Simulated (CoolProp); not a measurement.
A Linde-Hampson liquefier for oxygen: isothermal reversible compression at 300 K from 1 atm to 20 MPa, throttling to 1 atm, return gas leaving the recuperator 0 K below the feed. Each further row changes one setting.

Values from CoolProp's reference Helmholtz-energy equation of state, Schmidt 1985.

| case | liquid yield per pass | compression work (kJ/kg of gas) |
|---|---|---|
| as stated | 0.105 | 405 |
| high pressure 40 MPa | 0.155 | 458 |
| warm-end temperature 330 K | 0.080 | 449 |
| warm-end gap 5 K | 0.095 | 405 |

Above 300 K oxygen's equation is extrapolated.
